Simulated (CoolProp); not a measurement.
Properties of n-perfluorohexane along the isobar 1.01 bar.

Values from CoolProp's reference Helmholtz-energy equation of state, Gao 2022.

```csv
T (°C),phase,cp (kJ/(kg K)),speed of sound (m/s),Joule-Thomson coefficient (K/MPa),isothermal compressibility (1/MPa),fugacity coefficient
-27.05,liquid,0.9653,653.1,-0.3569,0.001606,0.01588
-20.75,liquid,0.9751,636.7,-0.3490,0.001701,0.02451
-14.55,liquid,0.9848,620.6,-0.3408,0.001803,0.03659
-8.25,liquid,0.9947,604.2,-0.3320,0.001917,0.05363
-2.05,liquid,1.004,587.9,-0.3229,0.002040,0.07639
4.25,liquid,1.014,571.2,-0.3130,0.002179,0.1071
10.45,liquid,1.024,554.7,-0.3025,0.002330,0.1466
16.75,liquid,1.034,537.9,-0.2911,0.002501,0.1979
22.95,liquid,1.044,521.1,-0.2790,0.002690,0.2616
29.25,liquid,1.053,503.9,-0.2657,0.002906,0.3417
35.45,liquid,1.063,486.8,-0.2514,0.003146,0.4382
41.75,liquid,1.073,469.2,-0.2354,0.003425,0.5563
47.95,liquid,1.083,451.6,-0.2180,0.003739,0.6946
```
